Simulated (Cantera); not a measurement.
**Equilibrium for carbothermic reduction: TiO2 + CH4 + H2 + CO**

Feed: 1 mol TiO2, 0.49 mol CH4, 0.47 mol H2, 17 mol CO, at 0.00790 bar.

Equilibrium computed with Cantera from the NASA thermochemical tables; the gas is ideal and each condensed phase is pure. Candidate condensed phases: C, C6H6, C7H8, C8H18, H2O, Ti, TiC, TiO, TiO2, Ti2O3, Ti3O5, Ti4O7; 113 gas species. Mutual solubility and eutectic melting of coexisting phases are not modelled. Condensed phases not in the tables: Magnéli phases beyond Ti4O7. Rates play no part.

| T (°C) | x CO | x H2 | x CO2 | x H | x H2O | x CH4 | n C(graphite) | n TiO2(rutile) | n Ti3O5(s) | n Ti2O3(s) |
|---|---|---|---|---|---|---|---|---|---|---|
| 750 | 0.919 | 0.0786 | 0.00239 | 1.31e-8 | 0.000156 | 3.66e-6 | 0.537 | 1.00 | 0 | 0 |
| 850 | 0.921 | 0.0786 | 0.000405 | 1.34e-7 | 3.77e-5 | 1.43e-6 | 0.498 | 1.00 | 0 | 0 |
| 950 | 0.923 | 0.0772 | 9.25e-5 | 9.40e-7 | 1.13e-5 | 6.27e-7 | 0.159 | 0 | 0.333 | 0 |
| 1050 | 0.923 | 0.0765 | 4.80e-5 | 4.94e-6 | 7.38e-6 | 1.74e-7 | 0 | 0 | 0.0179 | 0.473 |
| 1150 | 0.923 | 0.0765 | 8.32e-5 | 2.07e-5 | 1.56e-5 | 1.94e-8 | 0 | 0 | 0.0163 | 0.476 |
| 1250 | 0.923 | 0.0765 | 0.000135 | 7.19e-5 | 3.00e-5 | 2.88e-9 | 0 | 0 | 0.0137 | 0.479 |
| 1350 | 0.923 | 0.0764 | 0.000207 | 0.000215 | 5.31e-5 | 5.43e-10 | 0 | 0 | 0.0101 | 0.485 |
| 1450 | 0.923 | 0.0762 | 0.000302 | 0.000566 | 8.74e-5 | 1.25e-10 | 0 | 0 | 0.00526 | 0.492 |
| 1550 | 0.922 | 0.0757 | 0.000400 | 0.00134 | 0.000128 | 3.54e-11 | 0 | 0 | 0 | 0.500 |
x: gas mole fraction; n: condensed amount in mol.

From 750 °C to 850 °C the condensed part is C(graphite) + TiO2(rutile). At 950 °C the condensed part is C(graphite) + Ti3O5(s). From 1050 °C to 1450 °C the condensed part is Ti2O3(s) + Ti3O5(s). At 1550 °C the condensed part is Ti2O3(s).
